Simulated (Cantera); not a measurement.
Input: 1 mol S, 0.067 mol SO2, 0.43 mol H2, equilibrated at 1348.15 K and 15.0 Pa.

Cantera equilibrium calculation (NASA polynomials, part measured and part estimated; ideal gas, pure solids and liquids). Candidate condensed phases: H2O, H2SO4, S; 19 gas species. The numbers say what is thermodynamically allowed, not how fast it happens.

Base state: S2 0.540, H2 0.300, H2O 0.125, H2S 0.0223, SO2 0.00640, SH 0.00334, SO 0.00178, S 0.000344 (mole fractions); condensed: gas only.

Problem. What changes in the equilibrium state with this change: SO2 from 0.067 to 0.95 mol?

Solution. 
```csv
species,before,after
SO2,0.00640,0.427
S2,0.540,0.319
H2O,0.125,0.188
H2,0.300,0.0482
H2S,0.0223,0.00275
SO,0.00178,0.0127
S2O,0.000289,0.00159
SH,0.00334,0.00103
H,0.000104,4.16e-5
```
